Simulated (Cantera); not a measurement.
Charge: 1 mol SiCl4, 0.59 mol NH3, 5.8 mol H2, held at 6300 Pa.

Equilibrium computed with Cantera from the NASA thermochemical tables; the gas is ideal and each condensed phase is pure. Candidate condensed phases: NH4Cl, Si, Si3N4; 28 gas species. The tables' values for SiCl3 are old estimates; treat these amounts as uncertain. Kinetics and transport are ignored. All values below are at 1573 K.

Base state: H2 0.637, HCl 0.244, SiCl2 0.0822, N2 0.0222, SiCl3 0.0100, SiCl4 0.00322, SiHCl3 0.00112, H 0.000129 (mole fractions); condensed: Si3N4(s).

**Question.** What changes in the equilibrium state with this change: NH3 from 0.59 to 46 mol?

**Answer.** 
```
species          before     after
-------------  --------  --------
H2                0.637     0.734
N2               0.0222     0.225
HCl               0.244    0.0395
SiCl3            0.0100   7.37e-6
SiCl2            0.0822  0.000400
SiCl4           0.00322   3.57e-7
SiHCl3          0.00112   8.81e-7
SiH2Cl2         6.38e-5   3.58e-7
Cl              3.93e-5   5.93e-6
H              0.000129  0.000139
Si3N4(s), mol    0.0498     0.320
```
